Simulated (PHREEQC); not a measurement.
Make-up at 25 °C: 14 mmol/kgw H2SO4, 0.76 mmol/kgw NaCl and 180 mmol/kgw KCl. Closed to the air; pH follows from the charge balance.

Model: ion-association model, phreeqc.dat, run in PHREEQC.

```
quantity                  before  after
------------------------  ------  -----
pH                          1.73   6.97
ionic strength (mol/kgw)   0.208  0.181
SI of Sylvite (KCl)        -2.69  -2.67
SI of Halite (NaCl)        -5.71  -5.70
```

### Question
Which change was made?
A. H2SO4 left out
B. 0.24 mol/kgw HF added
C. temperature from 25 to 5 °C

### Answer
A, H2SO4 left out

Precipitation was switched off in this run.
